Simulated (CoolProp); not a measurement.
Ethanol at several states: fugacity coefficient from the reference equation and from simpler models built on Tc = 514.7 K, pc = 6268 kPa, ω = 0.644; each cubic takes its own stable root.

The numbers come from the reference Helmholtz-energy equation of state, Schroeder 2014 in CoolProp.

| T (K) | p (kPa) | phase | reference | van der Waals | Redlich-Kwong | Soave-Redlich-Kwong | Peng-Robinson |
|---|---|---|---|---|---|---|---|
| 390.9 | 36100 | liquid | 0.02070 | 0.1448 | 0.06220 | 0.02439 | 0.02230 |
| 286.1 | 4670 | liquid | 0.0009094 | 0.08413 | 0.01332 | 0.0008155 | 0.0009163 |
| 465.8 | 1310 | gas | 0.8990 | 0.9215 | 0.9065 | 0.8965 | 0.8888 |
| 180 | 494 | liquid | 9.910e-8 | 0.02026 | 3.839e-5 | 2.165e-8 | 4.067e-8 |
| 482.8 | 469 | gas | 0.9697 | 0.9741 | 0.9695 | 0.9674 | 0.9645 |
| 464.2 | 325 | gas | 0.9745 | 0.9803 | 0.9764 | 0.9738 | 0.9717 |
